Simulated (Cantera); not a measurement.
A Cantera script and its output.

```python
import numpy as np
import cantera as ct

gas = ct.Solution("gri30.yaml")
gas.TPX = 1400, 100000, {'CO': 0.012, 'O2': 0.0021, 'H2O': 0.00028, 'N2': 1}
reactor = ct.IdealGasConstPressureReactor(gas, energy="off", clone=False)
net = ct.ReactorNet([reactor])
net.rtol, net.atol = 1e-08, 1e-18
show = ['CO', 'O2', 'H2O', 'NO2', 'N2O', 'NO', 'O']
times = np.geomspace(6e-05, 30, 9)

steps = ct.SolutionArray(gas, extra=["t"])
rows = []
print(f"{'t/s':>10s}{'T/K':>9s}{'P/Pa':>11s}" + "".join(f"{s:>11s}" for s in show))
for t in times:
    while net.time < t:
        t_next = net.step()
        steps.append(gas.state, t=t_next)
    rows.append([np.interp(t, steps.t, y) for y in (steps.T, steps.P, *steps(*show).X.T)])
    print(f"{t:10.3e}{rows[-1][0]:9.1f}{rows[-1][1]:11.4g}" + "".join(f"{x:11.3e}" for x in rows[-1][2:]))
rate = np.gradient(steps.T, steps.t)
print("integrator steps:", len(steps.t))
if steps.T.max() > steps.T[0] + 200:
    print(f"time of steepest temperature rise: {steps.t[rate.argmax()]:.4e} s")
gas.TPX = 1400, 100000, {'CO': 0.012, 'O2': 0.0021, 'H2O': 0.00028, 'N2': 1}
gas.equilibrate("TP")
print(f"equilibrium (TP): T = {gas.T:.1f} K  " + "  ".join(f"{s} {gas[s].X[0]:.3e}" for s in show))
```

Output:

```
       t/s      T/K       P/Pa         CO         O2        H2O        NO2        N2O         NO          O
 6.000e-05   1400.0      1e+05  1.183e-02  2.070e-03  2.760e-04  1.751e-24  3.612e-14  6.475e-17  1.081e-09
 3.094e-04   1400.0      1e+05  1.183e-02  2.070e-03  2.760e-04  5.520e-22  8.690e-13  2.241e-15  5.505e-09
 1.595e-03   1400.0      1e+05  1.183e-02  2.070e-03  2.760e-04  5.917e-19  2.751e-11  8.021e-14  4.290e-08
 8.227e-03   1400.0      1e+05  1.171e-02  1.980e-03  2.656e-04  1.669e-12  6.172e-08  1.225e-09  6.605e-05
 4.243e-02   1400.0      1e+05  7.561e-03  1.065e-05  8.504e-05  9.861e-11  1.982e-08  4.623e-06  1.662e-05
 2.188e-01   1400.0      1e+05  7.578e-03  6.033e-08  1.445e-04  5.157e-12  2.868e-09  4.293e-06  9.471e-08
 1.128e+00   1400.0      1e+05  7.583e-03  1.070e-09  1.510e-04  5.615e-13  7.062e-09  3.453e-06  1.586e-09
 5.818e+00   1400.0      1e+05  7.583e-03  4.160e-11  1.519e-04  1.121e-13  2.814e-09  2.581e-06  6.522e-11
 3.000e+01   1400.0      1e+05  7.582e-03  6.543e-12  1.521e-04  3.965e-14  6.593e-10  1.688e-06  1.121e-11
integrator steps: 2194
equilibrium (TP): T = 1400.0 K  CO 7.581e-03  O2 3.096e-13  H2O 1.522e-04  NO2 8.900e-18  N2O 7.037e-14  NO 9.901e-10  O 5.300e-13
```

Detailed kinetics in Cantera: GRI-Mech 3.0 (53 species, 325 reactions).
